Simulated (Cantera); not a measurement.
Feed: 1 mol SiCl₄, 0.14 mol NO, 1.5 mol N₂, held at 500 K and 1.00 Torr.

Method: chemical equilibrium by Gibbs-energy minimisation in Cantera with the NASA 1993 tables (ideal gas, pure condensed phases). Candidate condensed phases: Si, SiO₂, Si₂N₂O, Si₃N₄; 23 gas species. Rates play no part.

Base state: N₂ 0.595, SiCl₄ 0.352, Cl₂ 0.0530 (mole fractions); condensed: SiO₂(α-quartz).

Task: What changes in the equilibrium state with this change: 0.091 mol O₂ added?

Result: 
```json
[
 {"species": "N₂", "before": "0.595", "after": "0.575"},
 {"species": "SiCl₄", "before": "0.352", "after": "0.307"},
 {"species": "Cl₂", "before": "0.0530", "after": "0.118"},
 {"species": "SiO₂(α-quartz), mol", "before": "0.0700", "after": "0.161"}
]
```

Task: What changes in the equilibrium state with this change: NO from 0.14 to 3.3 mol?

Result: 
```csv
species,before,after
N₂,0.595,0.543
Cl₂,0.0530,0.345
O₂,<1e-9,0.112
SiCl₄,0.352,<1e-9
"SiO₂(α-quartz), mol",0.0700,1.00
```
